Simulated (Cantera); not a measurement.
# Thermodynamics of aluminium nitride and oxide growth, feed AlI3 + N2O + H2

A closed system holds: 1 mol AlI3, 0.52 mol N2O, 11 mol H2, equilibrated at 0.133 bar.

Equilibrium computed with Cantera from the NASA thermochemical tables; the gas is ideal and each condensed phase is pure. Candidate condensed phases: Al, AlI3, AlN, Al2O3, H2O, I2; 41 gas species. Mutual solubility and eutectic melting of coexisting phases are not modelled. The tables' values for AlOH are old estimates; treat these amounts as uncertain. Condensed phases not in the tables: aluminium oxynitride. Kinetics and transport are ignored.

| T (K) | x H2 | x I | x HI | x AlI | x N2 | x AlI3 | n AlN(s) | n Al2O3(s) |
|---|---|---|---|---|---|---|---|---|
| 1398 | 0.779 | 0.0668 | 0.117 | 0.000564 | 0.0220 | 0.0140 | 0.463 | 0.173 |
| 1448 | 0.778 | 0.0788 | 0.107 | 0.00147 | 0.0216 | 0.0125 | 0.469 | 0.173 |
| 1498 | 0.776 | 0.0905 | 0.0974 | 0.00352 | 0.0216 | 0.0106 | 0.464 | 0.173 |
| 1548 | 0.773 | 0.101 | 0.0872 | 0.00764 | 0.0224 | 0.00848 | 0.436 | 0.173 |
| 1598 | 0.768 | 0.109 | 0.0764 | 0.0149 | 0.0247 | 0.00613 | 0.367 | 0.173 |
| 1648 | 0.762 | 0.113 | 0.0650 | 0.0259 | 0.0289 | 0.00392 | 0.240 | 0.173 |
| 1698 | 0.756 | 0.112 | 0.0534 | 0.0407 | 0.0352 | 0.00219 | 0.0502 | 0.173 |
| 1748 | 0.753 | 0.117 | 0.0466 | 0.0451 | 0.0367 | 0.00101 | 0 | 0.173 |
| 1798 | 0.753 | 0.122 | 0.0415 | 0.0455 | 0.0366 | 0.000455 | 0 | 0.173 |
| 1848 | 0.752 | 0.127 | 0.0369 | 0.0456 | 0.0365 | 0.000209 | 0 | 0.173 |
| 1898 | 0.752 | 0.131 | 0.0329 | 0.0456 | 0.0364 | 9.93e-5 | 0 | 0.173 |
| 1948 | 0.752 | 0.134 | 0.0293 | 0.0455 | 0.0363 | 4.85e-5 | 0 | 0.173 |
| 1998 | 0.751 | 0.137 | 0.0262 | 0.0454 | 0.0362 | 2.44e-5 | 0 | 0.172 |
| 2048 | 0.750 | 0.140 | 0.0235 | 0.0452 | 0.0361 | 1.26e-5 | 0 | 0.172 |
x: gas mole fraction; n: condensed amount in mol.

From 1398 K to 1698 K the condensed part is AlN(s) + Al2O3(s). From 1748 K to 2048 K the condensed part is Al2O3(s). The main Al-bearing gas is AlI3 at 1398 K and AlI at 2048 K. The share of Al in condensed phases is highest at 1448 K (81.5 %) and lowest at 2048 K (34.4 %).
